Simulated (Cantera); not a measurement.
## Gas-phase reforming

An isothermal, constant-pressure homogeneous reactor starts with CH4 : H2O : H2 = 1 : 1.1 : 0.078 (molar parts), at 1825 K and 0.133 bar.

Computed with Cantera and GRI-Mech 3.0 (53 species, 325 reactions).

| t (s) | x CH4 | x H2O | x H2 | x C2H2 | x O | x HCO | x O2 |
|---|---|---|---|---|---|---|---|
| 1.00e-6 | 0.459 | 0.505 | 0.0358 | <1e-12 | 1.52e-12 | <1e-12 | <1e-12 |
| 6.47e-6 | 0.459 | 0.505 | 0.0359 | 2.52e-11 | 1.95e-11 | <1e-12 | <1e-12 |
| 4.19e-5 | 0.458 | 0.505 | 0.0364 | 8.82e-8 | 5.01e-10 | 8.87e-11 | <1e-12 |
| 0.000271 | 0.443 | 0.502 | 0.0454 | 0.000233 | 1.28e-8 | 6.12e-8 | 2.35e-10 |
| 0.00176 | 0.246 | 0.435 | 0.238 | 0.0564 | 2.16e-8 | 2.30e-7 | 8.11e-9 |
| 0.0114 | 0.0609 | 0.350 | 0.446 | 0.127 | 1.45e-8 | 7.71e-8 | 4.60e-9 |
| 0.0737 | 0.0182 | 0.256 | 0.551 | 0.107 | 1.52e-8 | 3.21e-8 | 3.04e-9 |
| 0.477 | 0.00907 | 0.118 | 0.661 | 0.0444 | 8.88e-9 | 1.82e-8 | 6.91e-10 |
| 3.09 | 0.00230 | 0.0386 | 0.724 | 0.00741 | 3.83e-9 | 1.75e-8 | 8.98e-11 |
| 20.0 | 9.55e-5 | 0.0223 | 0.737 | 3.38e-5 | 2.38e-9 | 1.82e-8 | 3.17e-11 |
x: mole fraction; the columns are a selection and need not sum to one.

Equilibrium at this temperature and pressure: CH4 1.34e-8, H2O 0.0221, H2 0.738, C2H2 1.10e-11, O 2.37e-9, HCO 1.82e-8, O2 3.14e-11 (gas phase only).
